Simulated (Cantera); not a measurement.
A closed system holds: 1 mol Al(CH₃)₃, 7.1 mol N₂, at 1973.15 K and 0.563 Torr.

Cantera equilibrium calculation (NASA polynomials, part measured and part estimated; ideal gas, pure solids and liquids). Candidate condensed phases: Al, AlN, C, C₆H₆, C₇H₈, C₈H₁₈; 97 gas species. The feed counts by its element totals alone. Equilibrium is a limit: real reactors are often held back by kinetics, nucleation or transport.

Base state: N₂ 0.553, H₂ 0.334, Al 0.0779, H 0.0285, HCN 0.00569, AlH 0.000366, HNC 0.000308, C₂H₂ (acetylene) 0.000214 (mole fractions); condensed: C(graphite).

Task: What changes in the equilibrium state with this change: pressure from 0.563 Torr to 1.00 Torr?

Result: 
```csv
species,before,after
N₂,0.553,0.555
H₂,0.334,0.339
Al,0.0779,0.0780
H,0.0285,0.0215
AlH,0.000366,0.000492
CN,1.07e-5,8.07e-6
"C(graphite), mol",2.92,2.92
```
